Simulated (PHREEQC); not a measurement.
Solution (10 °C): 9.2 mmol/kgw MgSO4 and 3 mmol/kgw Na2SO4. Closed to the air; pH follows from the charge balance.

Computed with PHREEQC (ion-association model, wateq4f.dat).

This is a speciation only: nothing precipitates in the calculation.

### Question
What ionic strength does the model give?

### Answer
ionic strength 0.0350 mol/kgw.

### Question
In which forms is Mg present?

### Answer
Mg+2 71 %, MgSO4 29 % of the Mg.

Constants without temperature data keep their 25 °C values here.
